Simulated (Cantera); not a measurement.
Mixture: CH4 : O2 : N2 = 1 : 4.17 : 15.4 (molar parts), at 100000 Pa, adiabatic and at constant volume. Ignition delay is the time to a rise of 400 K.

Cantera simulation using GRI-Mech 3.0 (53 species, 325 reactions); the numbers are that mechanism's predictions, not measurements.

### Question
What does this change do: pressure from 100000 Pa to 450000 Pa?

### Answer
| quantity | before | after |
|---|---|---|
| delay at 1223 K | 21.5 ms | 5.52 ms |
| delay at 1323 K | 5.78 ms | 1.64 ms |
| delay at 1423 K | 1.86 ms | 0.555 ms |
| delay at 1523 K | 0.714 ms | 0.212 ms |
| delay at 1623 K | 0.322 ms | 91.6 µs |
| apparent activation energy between 1523 and 1623 K | 160 kJ/mol | 170 kJ/mol |

### Question
What does this change do: 0.077 parts H2 added?

### Answer
```json
[
 {"quantity": "delay at 1223 K", "before": "21.5 ms", "after": "10.3 ms"},
 {"quantity": "delay at 1323 K", "before": "5.78 ms", "after": "3.30 ms"},
 {"quantity": "delay at 1423 K", "before": "1.86 ms", "after": "1.21 ms"},
 {"quantity": "delay at 1523 K", "before": "0.714 ms", "after": "0.521 ms"},
 {"quantity": "delay at 1623 K", "before": "0.322 ms", "after": "0.254 ms"},
 {"quantity": "apparent activation energy between 1523 and 1623 K", "before": "160 kJ/mol", "after": "150 kJ/mol"}
]
```
